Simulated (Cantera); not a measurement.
Charge: 1 mol Nb, a varied amount of H2O, equilibrated at 1975 K and 10.0 mbar.

Equilibrium computed with Cantera from the NASA thermochemical tables; the gas is ideal and each condensed phase is pure. Candidate condensed phases: H2O, Nb, NbO, NbO2, Nb2O5; 12 gas species. Mutual solubility and eutectic melting of coexisting phases are not modelled. NbO: taken at fixed stoichiometry. Condensed phases not in the tables: the oxides between NbO2 and Nb2O5, N, O or C dissolved in the metal. The numbers say what is thermodynamically allowed, not how fast it happens.

log p: log10 of the partial pressure in bar; n: condensed amount in mol.

```
n(H2O) (mol)    log p H2   log p H2O  log p H    log p OH  log p NbO2  n Nb(s)  n NbO(s)   n NbO2(s)  n Nb2O5(l)
------------  ----------  ----------  -------  ----------  ----------  -------  --------  ----------  ----------
0.86               -2.01       -4.88    -3.87       -7.76       -6.48    0.141     0.859           0           0
1.1                -2.01       -3.96    -3.87       -6.84       -5.56        0     0.912  (withheld)           0
1.5                -2.01       -3.96    -3.87       -6.84       -5.56        0     0.517       0.483           0
1.9                -2.01       -3.96    -3.87       -6.84       -5.56        0     0.121       0.878           0
2.5                -2.08       -2.80    -3.90       -5.64       -5.56        0         0       0.802      0.0988
3.3                -2.13       -2.62    -3.93       -5.44       -5.67        0         0           0       0.500
4.3           (withheld)  (withheld)    -3.98  (withheld)  (withheld)        0         0           0       0.500
5.7                -2.36       -2.25    -4.05       -4.96       -5.97        0         0           0       0.500
7.4                -2.48       -2.18    -4.10       -4.83       -6.06        0         0           0       0.500
9.7                -2.59       -2.13    -4.16       -4.72       -6.15        0         0           0       0.500
13                 -2.72       -2.10    -4.22       -4.62       -6.23        0         0           0       0.500
```

Question: Some entries are withheld; supply them.

Answer: 
- 1.1, n NbO2(s): 0.0875
- 4.3, log p H2: -2.24
- 4.3, log p H2O: -2.38
- 4.3, log p OH: -5.15
- 4.3, log p NbO2: -5.84
